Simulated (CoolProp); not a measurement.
Ethylene at 298.15 K and 0.997 MPa is throttled through a valve to 0.256 MPa with no heat exchange. Each further row changes one setting.

The numbers come from the reference Helmholtz-energy equation of state, Smukala 2000 in CoolProp.

| case | temperature change (K) | final density (kg/m³) |
|---|---|---|
| as stated | ___ | ___ |
| outlet pressure 0.0768 MPa | ___ | ___ |
| outlet pressure 0.333 MPa | ___ | ___ |

Problem. Some entries are withheld; supply them.

Solution. 
- as stated, temperature change (K): -7.9
- as stated, final density (kg/m³): 3.02
- outlet pressure 0.0768 MPa, temperature change (K): -9.9
- outlet pressure 0.0768 MPa, final density (kg/m³): 0.903
- outlet pressure 0.333 MPa, temperature change (K): -7.1
- outlet pressure 0.333 MPa, final density (kg/m³): 3.94
